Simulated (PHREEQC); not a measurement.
1 kg of water holding 0.033 mol NaCl and 0.069 mol Na2CO3 is evaporated at 25 °C; the solids stay in contact with the brine. CO2 is held at log p = -3.4 (atm). Solids allowed: Halite, Nahcolite, Natron, Trona. Others were left out.

The series has 28 steps of water left (kg), from 0.9996 to 0.003045.

Computed with PHREEQC (Pitzer model, pitzer.dat).

### Question
Which solids form, in which order, and at which step of the series does each first stand?

### Answer
Trona from water left = 0.02923 kg (pH 10.10); Halite from water left = 0.005506 kg (pH 9.71).
